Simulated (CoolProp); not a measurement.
Computed with CoolProp (reference Helmholtz-energy equation of state, Platzer 1990). This equation is an older, rougher fit; its heat capacities, sound speeds and derivatives of the liquid may be far off and weren't checked against measurements.

Give the vapour pressure (kPa), liquid density (kg/m³), enthalpy of vaporisation (kJ/kg) of saturated c-C4F8 (RC318) at 319.6 K.


```csv
T (K),p (kPa),liquid density (kg/m³),enthalpy of vaporisation (kJ/kg)
319.6,589,1410,93.8
```
